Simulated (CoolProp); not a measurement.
C3F8 (R218) along the isobar 28.4 bar: density (kg/m³) from the reference equation and from simpler models built on Tc = 345.0 K, pc = 26.40 bar, ω = 0.317; each cubic takes its own stable root.

Computed with CoolProp (reference Helmholtz-energy equation of state, Lemmon 2006). It is a short technical equation, of lower accuracy than the large ones.

```json
[
 {"T (K)": "206.4", "phase": "liquid", "reference": "1732"},
 {"T (K)": "224.4", "phase": "liquid", "reference": "1668"},
 {"T (K)": "242.3", "phase": "liquid", "reference": "1602"},
 {"T (K)": "260.3", "phase": "liquid", "reference": "1531"},
 {"T (K)": "278.3", "phase": "liquid", "reference": "1453"},
 {"T (K)": "296.2", "phase": "liquid", "reference": "1365"},
 {"T (K)": "314.2", "phase": "liquid", "reference": "1259"},
 {"T (K)": "332.2", "phase": "liquid", "reference": "1112"},
 {"T (K)": "350.2", "phase": "supercritical", "reference": "470.7"},
 {"T (K)": "368.1", "phase": "supercritical", "reference": "281.9"},
 {"T (K)": "386.1", "phase": "supercritical", "reference": "233.6"},
 {"T (K)": "404.1", "phase": "supercritical", "reference": "205.8"},
 {"T (K)": "422", "phase": "supercritical", "reference": "186.5"},
 {"T (K)": "440", "phase": "supercritical", "reference": "171.9"}
]
```

Q: How far does each simpler model (Redlich-Kwong, Soave-Redlich-Kwong, Peng-Robinson) lie from the reference over these 14 states: mean and median of the absolute difference, and the worst?

A: 
- Redlich-Kwong: mean 7.8 %, median 8.2 %, worst -16.9 % at 332.2 K and 28.4 bar
- Soave-Redlich-Kwong: mean 5.1 %, median 4.8 %, worst -13.7 % at 332.2 K and 28.4 bar
- Peng-Robinson: mean 4.1 %, median 2.8 %, worst +7.6 % at 242.3 K and 28.4 bar
